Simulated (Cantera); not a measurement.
A perfectly stirred reactor is fed with CH3OH : O2 : N2 = 1 : 3.66 : 13.8 (molar parts), equivalence ratio 0.41, at 975 Torr; it is adiabatic with a 750 K inlet, and is followed from long to short residence time, starting on the burning branch (τ in s: 0.029, 0.014, 0.0066, 0.0032, 0.0015, 0.00073, 0.00035, 0.00017, 8.1e-05, 3.9e-05).

Cantera simulation using GRI-Mech 3.0 (53 species, 325 reactions); the numbers are that mechanism's predictions, not measurements. GRI-Mech 3.0 was tuned for natural gas; its chemistry of methanol as a main component is partial and can be far from experiment.

x: mole fraction; the columns are a selection and need not sum to one.

```csv
τ (s),T (K),x CH3OH,x O2,x N2O,x C2H4,x HCO,x NO2,x NO
0.029,1720,8.60e-6,0.114,8.14e-7,<1e-12,(withheld),2.57e-8,5.67e-6
0.014,1715,1.40e-5,0.114,9.31e-7,<1e-12,(withheld),2.22e-8,4.76e-6
0.0066,1707,2.32e-5,0.114,9.71e-7,2.86e-12,(withheld),1.74e-8,3.72e-6
0.0032,1696,3.82e-5,0.114,9.29e-7,9.30e-12,(withheld),1.27e-8,2.73e-6
0.0015,1677,6.74e-5,0.115,8.20e-7,3.64e-11,(withheld),8.66e-9,1.79e-6
0.00073,1646,0.000130,0.117,6.69e-7,1.59e-10,(withheld),5.81e-9,9.74e-7
0.00035,750,0.0542,0.198,<1e-12,<1e-12,<1e-12,<1e-12,<1e-12
0.00017,750,0.0542,0.198,<1e-12,<1e-12,<1e-12,<1e-12,<1e-12
8.1e-5,750,0.0542,0.198,<1e-12,<1e-12,<1e-12,<1e-12,<1e-12
3.9e-5,750,0.0542,0.198,<1e-12,<1e-12,<1e-12,<1e-12,<1e-12
```

Task: Some entries are withheld; supply them.

Result: 
- 0.029, x HCO: 7.17e-8
- 0.014, x HCO: 1.48e-7
- 0.0066, x HCO: 3.12e-7
- 0.0032, x HCO: 6.39e-7
- 0.0015, x HCO: 1.35e-6
- 0.00073, x HCO: 2.78e-6
